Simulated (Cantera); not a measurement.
Premixed flame

A freely propagating, adiabatic, planar premixed flame of 12.8 % CH₄, 18.3 % O₂, 68.8 % N₂, equivalence ratio 1.4, unburnt at 598 K and 49000 Pa; mixture-averaged transport, grid criteria slope 0.08 and curve 0.16, no radiation.

Model: GRI-Mech 3.0 (53 species, 325 reactions), integrated in Cantera. Burning velocities carry a grid error of a few per cent, more on coarse grids.

```csv
z (mm),T (K),u (m/s),x CH₄,x O₂,x C₂H,x H₂O,x CH₂,x O
-2.45,598,0.938,0.128,0.183,<1e-8,5.43e-5,<1e-8,<1e-8
-1.63,602,0.948,0.127,0.182,<1e-8,0.000607,<1e-8,<1e-8
-1.23,616,0.977,0.125,0.180,<1e-8,0.00264,<1e-8,<1e-8
-0.817,710,1.14,0.116,0.171,<1e-8,0.0142,<1e-8,2.09e-7
-0.409,1139,1.88,0.0792,0.132,<1e-8,0.0628,3.19e-7,1.26e-5
-0.204,1518,2.54,0.0439,0.0879,4.72e-8,0.106,1.16e-5,8.28e-5
0,1856,3.15,0.0130,0.0413,1.16e-6,0.147,8.23e-5,0.000290
0.204,2027,3.45,0.00203,0.0144,2.48e-6,0.169,8.07e-5,0.000452
0.409,2081,3.54,0.000255,0.00464,1.18e-6,0.175,2.38e-5,0.000460
0.817,2102,3.56,5.72e-6,0.000861,9.79e-8,0.175,9.99e-7,0.000406
1.63,2113,3.57,2.48e-8,0.000432,<1e-8,0.173,<1e-8,0.000341
3.27,2125,3.59,<1e-8,0.000330,<1e-8,0.174,<1e-8,0.000264
6.54,2142,3.62,<1e-8,0.000217,<1e-8,0.175,<1e-8,0.000173
```
x: mole fraction of selected species; z is measured from the peak of heat release.

```yaml
laminar_burning_velocity: 93.5 cm/s
thermal_thickness: 0.817 mm
peak x(C₂H): 2.52e-6
peak x(CH₂): 0.000101
peak x(O): 0.000467
grid_points: 145
```
